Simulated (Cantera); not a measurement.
Cantera run:

```python
import numpy as np
import cantera as ct

gas_names = [...]  # 113 gases of nasa_gas.yaml made of C, Cu, H, O
cond_names = """
    C(gr) C6H6(L) C7H8(L) C8H18(L),n-octa Cu(cr) Cu(L) CuO(s) CuO2H2(s) Cu2O(s) Cu2O(L) H2O(s) H2O(L)
""".split()


# ... load() reads the species with a 1 bar reference pressure and builds the phases ...
atoms = {
    'CuO': {'Cu': 1, 'O': 1},
    'C': {'C': 1},
    'H2': {'H': 2},
}
top_T = {'C(gr)': 4500, 'CuO(s)': 1390}  # K; cautious upper limits of use, not melting points


# ... equilibrate(T, P, feed) seeds the gas with the atoms and calls Mixture.equilibrate('TP', solver="vcs", rtol=1e-11, max_steps=5000) ...
results = []
feed = {'CuO': 1, 'C': 1, 'H2': 0.74}  # mol
T = 1398.15  # K
P = 133.322  # Pa
mix = equilibrate(T, P, feed)
results.append((T, P, feed, dict(zip(mix.species_names, mix.species_moles))))
print(gas.report(threshold=1e-06))
for i in range(1, mix.n_phases):
    print(f"{mix.phase(i).name:16s} {mix.phase_moles(i):12.5e} mol")
```

Output:

```
       temperature   1398.2 K
          pressure   133.32 Pa
           density   0.00019497 kg/m^3
  mean mol. weight   17 kg/kmol
   phase of matter   gas

                          1 kg             1 kmol
                     ---------------   ---------------
          enthalpy       -1.6946e+06       -2.8809e+07  J
   internal energy       -2.3785e+06       -4.0434e+07  J
           entropy             16307        2.7722e+05  J/K
    Gibbs function       -2.4495e+07       -4.1641e+08  J
 heat capacity c_p              1975             33575  J/K
 heat capacity c_v            1485.9             25261  J/K

                      mass frac. Y      mole frac. X     chem. pot. / RT
                     ---------------   ---------------   ---------------
                CO           0.94596           0.57413           -43.231
                Cu         0.0036482        0.00097598           -6.4198
                 H        5.0186e-06        8.4639e-05           -12.938
                H2          0.050378           0.42481           -25.877
               H2O        1.5465e-06        1.4594e-06           -66.875
     [ +108 minor]        5.7393e-06        2.7298e-06

C(gr)             0.00000e+00 mol
Cu(L)             9.98299e-01 mol
CuO2H2(s)         0.00000e+00 mol
Cu2O(s)           0.00000e+00 mol
```

Cantera equilibrium calculation (NASA polynomials, part measured and part estimated; ideal gas, pure solids and liquids).
